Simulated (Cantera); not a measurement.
A closed system holds: 1 mol Cu2O, 5.6 mol CO, 12 mol N2, held at 0.0500 bar.

Method: chemical equilibrium by Gibbs-energy minimisation in Cantera with the NASA 1993 tables (ideal gas, pure condensed phases). Candidate condensed phases: C, Cu, CuO, Cu2O; 27 gas species. Equilibrium is a limit: real reactors are often held back by kinetics, nucleation or transport.

log p: log10 of the partial pressure in bar; n: condensed amount in mol.

| T (K) | log p N2 | log p CO | log p Cu | log p CO2 | log p O | log p NO | log p O2 | n Cu(l) |
|---|---|---|---|---|---|---|---|---|
| 1398 | -1.47 | -1.88 | -5.89 | -2.55 | ___ | -10.17 | <-13 | 2.00 |
| 1598 | -1.47 | -1.88 | -4.41 | -2.55 | ___ | -8.43 | -10.75 | 1.99 |
| 1798 | -1.47 | -1.89 | -3.28 | -2.55 | ___ | -7.09 | -8.72 | 1.81 |
| 1998 | -1.51 | -1.92 | -2.37 | -2.59 | ___ | -6.03 | -7.10 | 0.361 |
| 2198 | -1.51 | -1.93 | -2.29 | -2.60 | ___ | -5.16 | -5.78 | 0 |
| 2398 | -1.51 | -1.93 | -2.29 | -2.61 | ___ | -4.45 | -4.73 | 0 |
| 2598 | -1.52 | -1.91 | -2.30 | -2.70 | ___ | -3.94 | -4.01 | 0 |

### Question
Some entries are withheld; supply them.

### Answer

- 1398, log p O: -12.72
- 1598, log p O: -10.22
- 1798, log p O: -8.28
- 1998, log p O: -6.73
- 2198, log p O: -5.47
- 2398, log p O: -4.43
- 2598, log p O: -3.64
